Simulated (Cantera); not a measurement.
An isothermal plug-flow reactor at 925 K and 2.10 bar (inlet), inlet velocity 5 m/s, active area per volume 110 1/m; feed 0.431 % CO, 12.2 % O2, 87.4 % N2, equivalence ratio 0.018.

Computed with Cantera and Deutschmann's 1995 Pt surface mechanism with GRI-Mech 3.0 gas chemistry. Catalytic surfaces can have several steady states; this one follows from the mechanism file's or the stated starting coverage. Mass transfer to the wall is taken as infinitely fast.

Task: Predict: x(CO) at z = 0.034 m; x(O2) at z = 0.034 m; x(CO2) at z = 0.034 m; θ(free Pt) at the exit; θ(O*) at the exit.

Result: 
```json
{
 "x(CO) at z = 0.034 m": "0.000338",
 "x(O2) at z = 0.034 m": "0.120",
 "x(CO2) at z = 0.034 m": "0.00399",
 "θ(free Pt) at the exit": "0.0935",
 "θ(O*) at the exit": "0.906"
}
```
